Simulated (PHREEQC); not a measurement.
Make-up at 25 °C: 87 mmol/kgw Mn(NO3)2. Closed to the air; pH follows from the charge balance.

Model: ion-association model, wateq4f.dat, run in PHREEQC.

No solid was allowed to form.

What pH does the model give?

pH 6.07.

In which forms is N present?

NO3- 99 %, Mn(NO3)2 1.5 % of the N.
